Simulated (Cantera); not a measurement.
A perfectly stirred reactor is fed with CH4 : N2 = 1 : 15 (molar parts), at 0.000540 bar; it is held at 1750 K, and followed from long to short residence time.

Cantera simulation using GRI-Mech 3.0 (53 species, 325 reactions); the numbers are that mechanism's predictions, not measurements. GRI-Mech 3.0 stops at C3 and has no aromatics, soot or wall deposition, so with more carbon than oxygen in the feed, carbon stays in small species such as C2H2 where larger ones or solid carbon would form. Radical loss at walls, strong at low pressure, is not modelled.

Question: What does this change do: CH4 1 to 0.36 parts?

Answer: 
| quantity | before | after |
|---|---|---|
| x(CH4) at τ = 13.0 s | 0.0177 | 0.00812 |
| x(H2) at τ = 13.0 s | 0.0621 | 0.0218 |
| x(C2H4) at τ = 13.0 s | 0.000350 | 0.000184 |
| x(C2H) at τ = 13.0 s | 3.30e-7 | 1.50e-7 |
| x(CH3) at τ = 13.0 s | 0.000776 | 0.000443 |
| x(CH4) at τ = 0.230 s | 0.0619 | 0.0233 |
| x(H2) at τ = 0.230 s | 0.000393 | 9.21e-5 |
| x(C2H4) at τ = 0.230 s | 6.47e-5 | 8.14e-6 |
| x(C2H) at τ = 0.230 s | 5.55e-10 | 1.27e-10 |
| x(CH3) at τ = 0.230 s | 0.000387 | 0.000136 |

Question: What does this change do: pressure from 0.000540 bar to 0.0133 bar?

Answer: 
| quantity | before | after |
|---|---|---|
| x(CH4) at τ = 13.0 s | 0.0177 | 0.00248 |
| x(H2) at τ = 13.0 s | 0.0621 | 0.0844 |
| x(C2H4) at τ = 13.0 s | 0.000350 | 1.44e-5 |
| x(C2H) at τ = 13.0 s | 3.30e-7 | 7.00e-7 |
| x(CH3) at τ = 13.0 s | 0.000776 | 0.000176 |
| x(CH4) at τ = 0.230 s | 0.0619 | 0.0291 |
| x(H2) at τ = 0.230 s | 0.000393 | 0.0454 |
| x(C2H4) at τ = 0.230 s | 6.47e-5 | 0.000880 |
| x(C2H) at τ = 0.230 s | 5.55e-10 | 1.94e-7 |
| x(CH3) at τ = 0.230 s | 0.000387 | 0.00101 |
